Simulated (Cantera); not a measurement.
Charge: 1 mol trisilylamine, 7.1 mol NH3, 2.2 mol N2, held at 1648 K and 0.128 Torr.

Cantera equilibrium calculation (NASA polynomials, part measured and part estimated; ideal gas, pure solids and liquids). Candidate condensed phases: Si, Si3N4; 18 gas species. The feed counts by its element totals alone. Kinetics and transport are ignored.

Base state: H2 0.702, N2 0.291, H 0.00572, Si 0.00152, SiH 3.04e-5, Si2N 1.36e-5 (mole fractions); condensed: Si(s).

Task: What changes in the equilibrium state with this change: 0.1 mol H2O added?

Result: 
```
species      before    after
----------  -------  -------
H2            0.702    0.700
N2            0.291    0.288
H           0.00572  0.00571
SiO               0  0.00461
Si2N        1.36e-5  1.35e-5
SiH         3.04e-5  3.04e-5
Si          0.00152  0.00152
Si(s), mol     2.97     2.87
```
Further candidate phases: H2O, SiO2, Si2N2O.

Task: What changes in the equilibrium state with this change: pressure from 0.128 Torr to 128 Torr?

Result: 
| species | before | after |
|---|---|---|
| H2 | 0.702 | 0.781 |
| N2 | 0.291 | 0.219 |
| H | 0.00572 | 0.000191 |
| Si | 0.00152 | 1.04e-7 |
| Si2N | 1.36e-5 | 1.75e-9 |
| SiH | 3.04e-5 | 6.95e-8 |
| Si(s), mol | 2.97 | 0 |
| Si3N4(s), mol | 0 | 1.000 |

Task: What changes in the equilibrium state with this change: 0.049 mol CO2 added?

Result: 
| species | before | after |
|---|---|---|
| H2 | 0.702 | 0.699 |
| N2 | 0.291 | 0.289 |
| H | 0.00572 | 0.00571 |
| SiO | 0 | 0.00435 |
| CO | 0 | 0.000192 |
| HCN | 0 | 1.51e-5 |
| Si2N | 1.36e-5 | 1.35e-5 |
| SiH | 3.04e-5 | 3.04e-5 |
| Si | 0.00152 | 0.00152 |
| Si(s), mol | 2.97 | 2.83 |
| SiC(s), mol | 0 | 0.0444 |
Mutual solubility and eutectic melting of coexisting phases are not modelled. Further candidate phases: C, C6H6, C7H8, C8H18, H2O, SiC, SiO2, Si2N2O.
